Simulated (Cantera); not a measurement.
**Adiabatic ignition**

An adiabatic, constant-volume homogeneous reactor starts with 13.4 % CH₃OH, 18.2 % O₂, 68.5 % N₂, at 1400 K and 1500000 Pa.

Model: GRI-Mech 3.0 (53 species, 325 reactions), integrated in Cantera. GRI-Mech 3.0 was tuned for natural gas; its chemistry of methanol as a main component is partial and can be far from experiment. The pressure lies above the range GRI-Mech 3.0 was tuned for (to about 10 atm). Above 3000 K some thermodynamic fits are extrapolated.

| t (s) | T (K) | P (bar) | x CH₃OH | x O₂ | x NO | x HO₂ | x C₂H | x CH₄ | x C₂H₄ |
|---|---|---|---|---|---|---|---|---|---|
| 3.00e-6 | 1400 | 15.0 | 0.133 | 0.182 | <1e-12 | 1.91e-5 | <1e-12 | 3.49e-6 | 2.61e-10 |
| 8.77e-6 | 1400 | 15.0 | 0.133 | 0.181 | <1e-12 | 5.58e-5 | <1e-12 | 1.20e-5 | 9.90e-10 |
| 2.56e-5 | 1401 | 15.0 | 0.133 | 0.181 | <1e-12 | 0.000163 | <1e-12 | 3.21e-5 | 2.54e-9 |
| 7.50e-5 | 3114 | 37.3 | <1e-12 | 0.0117 | 0.00489 | 2.11e-5 | <1e-12 | 1.22e-12 | <1e-12 |
| 0.000219 | 3099 | 37.1 | <1e-12 | 0.0101 | 0.0104 | 1.83e-5 | <1e-12 | 1.38e-12 | <1e-12 |
| 0.000641 | 3099 | 37.1 | <1e-12 | 0.0101 | 0.0104 | 1.83e-5 | <1e-12 | 1.38e-12 | <1e-12 |
| 0.00187 | 3099 | 37.1 | <1e-12 | 0.0101 | 0.0104 | 1.83e-5 | <1e-12 | 1.38e-12 | <1e-12 |
| 0.00548 | 3099 | 37.1 | <1e-12 | 0.0101 | 0.0104 | 1.83e-5 | <1e-12 | 1.38e-12 | <1e-12 |
| 0.0160 | 3099 | 37.1 | <1e-12 | 0.0101 | 0.0104 | 1.83e-5 | <1e-12 | 1.38e-12 | <1e-12 |
| 0.0468 | 3099 | 37.1 | <1e-12 | 0.0101 | 0.0104 | 1.83e-5 | <1e-12 | 1.38e-12 | <1e-12 |
| 0.137 | 3099 | 37.1 | <1e-12 | 0.0101 | 0.0104 | 1.83e-5 | <1e-12 | 1.38e-12 | <1e-12 |
| 0.400 | 3099 | 37.1 | <1e-12 | 0.0101 | 0.0104 | 1.83e-5 | <1e-12 | 1.38e-12 | <1e-12 |
x: mole fraction; the columns are a selection and need not sum to one.

```
Quantity                                                          Result
---------------------------------  -------------------------------------
time of steepest temperature rise                                61.0 µs
temperature at 0.400 s                                            3099 K
equilibrium temperature                                           3099 K
x(CH₃OH) at 0.400 s                <1e-12 (gas-phase equilibrium <1e-12)
x(O₂) at 0.400 s                   0.0101 (gas-phase equilibrium 0.0101)
x(NO) at 0.400 s                   0.0104 (gas-phase equilibrium 0.0104)
```
